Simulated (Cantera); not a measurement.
A freely propagating, adiabatic, planar premixed flame of CO : H2 : O2 : N2 : H2O = 1 : 0.34 : 0.515 : 1.6 : 0.083 (molar parts), equivalence ratio 1.3, unburnt at 350 K and 380000 Pa; mixture-averaged transport, grid criteria slope 0.08 and curve 0.16, no radiation.

Computed with Cantera and GRI-Mech 3.0 (53 species, 325 reactions). The hydrogen kinetics of GRI-Mech 3.0 are dated; newer H2 mechanisms differ, most at raised pressure. Burning velocities carry a grid error of a few per cent, more on coarse grids.

**Question.** Predict: laminar burning velocity; thermal thickness; peak x(OH); peak x(H2O2).

**Answer.** 
| Property | Result |
|---|---|
| laminar burning velocity | 125 cm/s |
| thermal thickness | 0.0929 mm |
| peak x(OH) | 0.0104 |
| peak x(H2O2) | 0.000162 |
